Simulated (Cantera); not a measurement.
An isothermal, constant-pressure homogeneous reactor starts with 25.8 % H₂, 7.81 % O₂, 66.4 % N₂, equivalence ratio 1.6, at 1198 K and 1.00 bar.

Model: the H2/O2 subset of GRI-Mech 3.0, which has no nitrogen chemistry, integrated in Cantera. The temperature is held fixed by assumption; the heat of reaction is taken as removed at once.

x: mole fraction; the columns are a selection and need not sum to one.

| t (s) | x H₂ | x O₂ | x H₂O | x HO₂ | x OH |
|---|---|---|---|---|---|
| 2.00e-6 | 0.258 | 0.0781 | 4.88e-10 | 2.77e-9 | 1.01e-10 |
| 1.34e-5 | 0.258 | 0.0781 | 7.72e-8 | 2.87e-8 | ___ |
| 8.94e-5 | 0.122 | 0.0208 | 0.114 | 2.09e-5 | ___ |
| 0.000598 | 0.108 | 1.61e-6 | 0.169 | 2.35e-9 | ___ |
| 0.00400 | 0.110 | 3.01e-8 | 0.169 | 6.73e-11 | ___ |
| 0.0267 | 0.110 | 8.19e-10 | 0.169 | 2.70e-12 | ___ |
| 0.179 | 0.110 | 2.06e-11 | 0.169 | <1e-12 | ___ |
| 1.20 | 0.110 | <1e-12 | 0.169 | <1e-12 | ___ |
| 8.00 | 0.110 | <1e-12 | 0.169 | <1e-12 | ___ |

Problem. Complete the blanks.

Solution. 
- 1.34e-5, x OH: 3.33e-9
- 8.94e-5, x OH: 0.00192
- 0.000598, x OH: 4.85e-5
- 0.00400, x OH: 6.37e-6
- 0.0267, x OH: 9.34e-7
- 0.179, x OH: 1.39e-7
- 1.20, x OH: 2.08e-8
- 8.00, x OH: 3.18e-9
